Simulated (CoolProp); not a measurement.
Properties of R1233zd(E) along the isotherm 450 K (Tc = 438.9 K, pc = 3.583 MPa, ω = 0.304).

Computed with CoolProp (reference Helmholtz-energy equation of state, Akasaka 2022).

```csv
p (MPa),phase,density (kg/m³),cp (kJ/(kg K)),cv (kJ/(kg K)),fugacity coefficient
0.00566,gas,0.1975,0.9780,0.9141,0.9995
0.00915,gas,0.3194,0.9781,0.9142,0.9992
0.0148,gas,0.5169,0.9784,0.9142,0.9987
0.0239,gas,0.8354,0.9788,0.9144,0.9978
0.0386,gas,1.351,0.9794,0.9146,0.9965
0.0624,gas,2.189,0.9804,0.9149,0.9943
0.101,gas,3.556,0.9821,0.9155,0.9908
0.163,gas,5.772,0.9850,0.9164,0.9852
0.263,gas,9.401,0.9897,0.9179,0.9762
0.425,gas,15.43,0.9978,0.9204,0.9616
0.686,gas,25.59,1.012,0.9246,0.9383
1.11,gas,43.40,1.041,0.9324,0.9009
1.79,gas,76.40,1.109,0.9474,0.8419
```
